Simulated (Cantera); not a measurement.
A freely propagating, adiabatic, planar premixed flame of H2 : O2 : N2 = 1 : 0.602 : 2.27 (molar parts), equivalence ratio 0.83, unburnt at 500 K and 630 Torr; unity-Lewis-number transport, grid criteria slope 0.08 and curve 0.16, no radiation.

Detailed kinetics in Cantera: the H2/O2 subset of GRI-Mech 3.0, which has no nitrogen chemistry. Unity Lewis numbers drop preferential diffusion, which matters most where H2 and H carry the flame. Burning velocities carry a grid error of a few per cent, more on coarse grids.

x: mole fraction of selected species; z is measured from the peak of heat release.

```json
[
 {"z (mm)": "-1.20", "T (K)": "500", "u (m/s)": "3.16", "x H2": "0.258", "x O2": "0.155", "x H2O": "4.62e-8", "x HO2": "<1e-8", "x OH": "<1e-8", "x H2O2": "<1e-8"},
 {"z (mm)": "-0.801", "T (K)": "500", "u (m/s)": "3.16", "x H2": "0.258", "x O2": "0.155", "x H2O": "1.26e-6", "x HO2": "3.96e-8", "x OH": "<1e-8", "x H2O2": "<1e-8"},
 {"z (mm)": "-0.601", "T (K)": "500", "u (m/s)": "3.16", "x H2": "0.258", "x O2": "0.155", "x H2O": "1.07e-5", "x HO2": "3.32e-7", "x OH": "<1e-8", "x H2O2": "1.84e-8"},
 {"z (mm)": "-0.400", "T (K)": "501", "u (m/s)": "3.17", "x H2": "0.258", "x O2": "0.155", "x H2O": "0.000166", "x HO2": "5.07e-6", "x OH": "<1e-8", "x H2O2": "2.82e-7"},
 {"z (mm)": "-0.200", "T (K)": "___", "u (m/s)": "3.50", "x H2": "0.252", "x O2": "0.152", "x H2O": "0.00686", "x HO2": "0.000169", "x OH": "2.16e-5", "x H2O2": "7.44e-6"},
 {"z (mm)": "-0.100", "T (K)": "___", "u (m/s)": "5.12", "x H2": "0.215", "x O2": "0.135", "x H2O": "0.0460", "x HO2": "0.000179", "x OH": "0.000617", "x H2O2": "1.06e-5"},
 {"z (mm)": "0", "T (K)": "___", "u (m/s)": "7.61", "x H2": "0.111", "x O2": "0.0875", "x H2O": "0.141", "x HO2": "7.08e-5", "x OH": "0.00426", "x H2O2": "5.07e-6"},
 {"z (mm)": "0.100", "T (K)": "___", "u (m/s)": "9.06", "x H2": "0.0447", "x O2": "0.0534", "x H2O": "0.202", "x HO2": "3.48e-5", "x OH": "0.0106", "x H2O2": "3.08e-6"},
 {"z (mm)": "0.200", "T (K)": "___", "u (m/s)": "9.78", "x H2": "0.0336", "x O2": "0.0451", "x H2O": "0.219", "x HO2": "2.48e-5", "x OH": "0.0136", "x H2O2": "1.79e-6"},
 {"z (mm)": "0.400", "T (K)": "1829", "u (m/s)": "10.6", "x H2": "0.0297", "x O2": "0.0410", "x H2O": "0.231", "x HO2": "1.79e-5", "x OH": "0.0158", "x H2O2": "9.29e-7"},
 {"z (mm)": "0.801", "T (K)": "1981", "u (m/s)": "11.3", "x H2": "0.0249", "x O2": "0.0375", "x H2O": "0.244", "x HO2": "1.22e-5", "x OH": "0.0167", "x H2O2": "5.15e-7"},
 {"z (mm)": "1.60", "T (K)": "2118", "u (m/s)": "11.9", "x H2": "0.0187", "x O2": "0.0344", "x H2O": "0.258", "x HO2": "7.76e-6", "x OH": "0.0160", "x H2O2": "3.27e-7"},
 {"z (mm)": "3.20", "T (K)": "2226", "u (m/s)": "12.4", "x H2": "0.0124", "x O2": "0.0319", "x H2O": "0.271", "x HO2": "4.98e-6", "x OH": "0.0139", "x H2O2": "2.40e-7"}
]
```

Q: Complete the blanks.

A: 
- -0.200, T (K): 555
- -0.100, T (K): 828
- 0, T (K): 1264
- 0.100, T (K): 1534
- 0.200, T (K): 1674
